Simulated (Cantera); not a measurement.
What does this Cantera script print?

```python
import numpy as np
import cantera as ct

gas_names = """
    F F2 FS2F,fluorodisu N NF NF2 NF3 N2 S SF SF2 SF3 SF4 SF5 SF6 SN S2 S2F2,thiothiony S8 Si SiF SiF2
    SiF3 SiF4 SiN SiS Si2 Si2N Si3
""".split()
cond_names = """
    S(cr1) S(cr2) S(L) Si(cr) Si(L) Si3N4(a)
""".split()


def load(file, names, dense=False):
    # The tables refer to 1 bar. Condensed volumes are neglected.
    table = {s.name: s for s in ct.Species.list_from_file(file)}
    out = []
    for n in names:
        d = dict(table[n].input_data)
        d["thermo"] = dict(d["thermo"], **{"reference-pressure": 1e5})
        if dense:
            d["equation-of-state"] = {"model": "constant-volume", "density": "1e6 g/cm^3"}
        out.append(ct.Species.from_dict(d))
    return out


gas = ct.Solution(thermo="ideal-gas", species=load("nasa_gas.yaml", gas_names))
cond = {s.name: ct.Solution(thermo="fixed-stoichiometry", species=[s], name=s.name)
        for s in load("nasa_condensed.yaml", cond_names, dense=True)}
atoms = {
    'Si': {'Si': 1},
    'SF6': {'S': 1, 'F': 6},
    'N2': {'N': 2},
    'F2': {'F': 2},
}
top_T = {'Si3N4(a)': 2400}  # K; cautious upper limits of use, not melting points


def equilibrate(T, P, feed):
    n = {}
    for name, mol in feed.items():
        for a, k in atoms[name].items():
            n[a] = n.get(a, 0.0) + k * mol
    gas.TPX = T, P, n
    mass = sum(n.values()) * gas.mean_molecular_weight
    gas.equilibrate("TP")
    valid = [c for c in cond.values() if c.min_temp <= T <= top_T.get(c.name, c.max_temp)]
    mix = ct.Mixture([(gas, mass / gas.mean_molecular_weight)] + [(c, 0.0) for c in valid])
    mix.T, mix.P = T, P
    mix.equilibrate("TP", solver="vcs", rtol=1e-11, max_steps=5000)
    return mix


results = []
feed = {'Si': 1, 'SF6': 4.7, 'N2': 30, 'F2': 6.9}  # mol
P = 5100  # Pa
for T in [1473, 1498, 1523, 1548, 1573, 1598, 1623, 1648, 1673]:
    mix = equilibrate(T, P, feed)
    results.append((T, P, feed, dict(zip(mix.species_names, mix.species_moles))))

top = {s: max(r[3][s] / sum(r[3][g] for g in gas_names) for r in results) for s in gas_names}
cols = sorted((s for s in top if top[s] > 1e-05), key=lambda s: -top[s])[:6]
seen = [c for c in cond_names if any(r[3].get(c, 0) > 1e-12 for r in results)]
print("log10 of partial pressures in bar; condensed amounts in mol")
print(f"{'T/K':>10s}" + "".join(f"{s[:9]:>10s}" for s in cols + seen))
for T, P, feed, n in results:
    ng = sum(n[g] for g in gas_names)
    print(f"{T:10.4g}" + "".join(f"{np.log10(max(n[s] / ng * P / 1e5, 1e-99)):10.3f}" for s in cols)
          + "".join(f"{n.get(c, 0):10.4g}" for c in seen))
```

Result:

```
log10 of partial pressures in bar; condensed amounts in mol
       T/K        N2         F       SF6       SF4      SiF4       SF3
      1473    -1.490    -1.905    -2.386    -3.024    -2.967    -5.474
      1498    -1.501    -1.873    -2.472    -2.809    -2.978    -5.091
      1523    -1.514    -1.838    -2.597    -2.650    -2.991    -4.772
      1548    -1.527    -1.807    -2.766    -2.538    -3.004    -4.504
      1573    -1.538    -1.783    -2.977    -2.466    -3.015    -4.274
      1598    -1.546    -1.767    -3.224    -2.425    -3.023    -4.074
      1623    -1.551    -1.757    -3.496    -2.406    -3.028    -3.895
      1648    -1.554    -1.750    -3.780    -2.403    -3.032    -3.733
      1673    -1.557    -1.744    -4.069    -2.411    -3.034    -3.586
```

These are equilibrium values from Cantera (NASA tables, ideal gas, pure condensed phases), not measurements of a reactor. The tables' values for SF3, SF5 are old estimates; treat these amounts as uncertain.
